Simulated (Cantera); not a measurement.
What does this Cantera script print?

```python
import numpy as np
import cantera as ct

gas = ct.Solution("h2o2.yaml")
gas.TP = 300, 160000
flame = ct.CounterflowDiffusionFlame(gas, width=0.02)
flame.fuel_inlet.X, flame.fuel_inlet.T = {'H2': 1}, 448
flame.oxidizer_inlet.X, flame.oxidizer_inlet.T = {'O2': 0.25, 'N2': 0.75}, 348
flame.set_refine_criteria(ratio=3, slope=0.12, curve=0.24, prune=0.03)
show = ['OH', 'H', 'H2O', 'HO2']

rows = []
print(f"{'mdot':>8s}{'a_max':>10s}{'a_mean':>10s}{'Tmax/K':>9s}" + "".join(f"{s:>11s}" for s in show) + "   (peak mole fractions)")
for i, mdot in enumerate([0.96, 1.3, 1.8, 2.5, 3.4, 4.6, 6.3, 8.6, 12, 16]):  # kg/m2/s on the oxidiser side
    flame.oxidizer_inlet.mdot, flame.fuel_inlet.mdot = mdot, 0.19 * mdot
    flame.solve(loglevel=0, auto=(i == 0))
    if flame.T.max() < max(448, 348) + 100:
        print(f"{mdot:8.3g}  no burning solution found from the previous one")
        break
    dT = np.abs(np.gradient(flame.T, flame.grid))
    rows.append([flame.strain_rate("max"), flame.strain_rate("mean"), flame.T.max(),
                 *(flame.X[gas.species_index(s)].max() for s in show), max(dT[0], dT[-1]) / dT.max()])
    print(f"{mdot:8.3g}{rows[-1][0]:10.1f}{rows[-1][1]:10.1f}{rows[-1][2]:9.1f}" + "".join(f"{x:11.3e}" for x in rows[-1][3:-1]))
```

Output:

```
    mdot     a_max    a_mean   Tmax/K         OH          H        H2O        HO2   (peak mole fractions)
    0.96     697.1     135.2   2692.7  2.556e-02  1.543e-02  3.177e-01  3.513e-05
     1.3     929.7     183.1   2678.7  2.592e-02  1.625e-02  3.157e-01  4.602e-05
     1.8    1247.2     253.6   2658.7  2.629e-02  1.731e-02  3.138e-01  5.912e-05
     2.5    1652.2     352.2   2623.0  2.640e-02  1.846e-02  3.121e-01  7.446e-05
     3.4    2173.5     479.0   2585.7  2.658e-02  1.999e-02  3.098e-01  9.201e-05
     4.6    2856.0     648.0   2547.7  2.681e-02  2.197e-02  3.073e-01  1.117e-04
     6.3    3775.1     887.5   2500.6  2.695e-02  2.429e-02  3.045e-01  1.346e-04
     8.6    5100.5    1211.5   2454.3  2.709e-02  2.707e-02  3.013e-01  1.605e-04
      12    7084.1    1690.5   2391.6  2.680e-02  2.997e-02  2.980e-01  1.905e-04
      16    9357.8    2254.0   2334.1  2.633e-02  3.276e-02  2.953e-01  2.198e-04
```

Model: the H2/O2 subset of GRI-Mech 3.0, which has no nitrogen chemistry, integrated in Cantera. The maximum strain rate includes the flame's own expansion and is several times the mean.
